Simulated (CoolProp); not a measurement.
Vapour-liquid equilibrium of sulfur dioxide (1) + toluene (2) at 531 kPa; x and y are mole fractions of (1).

Values from CoolProp's multi-fluid Helmholtz-energy mixture model, Gao 2016 and Lemmon 2006; pair parameters Bell 2016.

Problem. Give the bubble temperature and the first vapour's composition at x = 0.65, 0.85, 0.95. Is there an azeotrope?

Solution. x = 0.65: 49.2 °C, y = 0.991; x = 0.85: 39.9 °C, y = 0.997; x = 0.95: 36.2 °C, y = 0.999. No azeotrope shows between x = 0.05 and 0.95.

The pair parameters rest on a limited set of measurements; away from them the model extrapolates.
